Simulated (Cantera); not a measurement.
Input: 1 mol KOH, 0.41 mol H2O, at 1150 K.

Method: chemical equilibrium by Gibbs-energy minimisation in Cantera with the NASA 1993 tables (ideal gas, pure condensed phases). Candidate condensed phases: H2O, K, KOH, KO2, K2O, K2O2; 15 gas species. Equilibrium is a limit: real reactors are often held back by kinetics, nucleation or transport.

x: gas mole fraction; n: condensed amount in mol.

```csv
P (Pa),x H2O,x KOH,x K2(OH)2,x K,x O2,x OH,n KOH(l)
10,0.294,0.690,0.000260,0.0123,[?],8.79e-6,0
100,0.292,0.701,0.00269,0.00314,[?],3.50e-6,0
1000,0.298,0.676,0.0250,0.000759,[?],1.39e-6,0
10000,0.859,0.131,0.00940,3.24e-5,[?],6.35e-7,0.928
100000,0.986,0.0131,0.000940,8.27e-7,[?],2.48e-7,0.994
1000000,0.999,0.00131,9.40e-5,1.80e-8,[?],1.14e-7,0.999
```

Question: Some entries are withheld; supply them.

Answer: 
- 10, x O2: 0.00307
- 100, x O2: 0.000784
- 1000, x O2: 0.000190
- 10000, x O2: 9.80e-6
- 100000, x O2: 1.75e-6
- 1000000, x O2: 7.56e-7
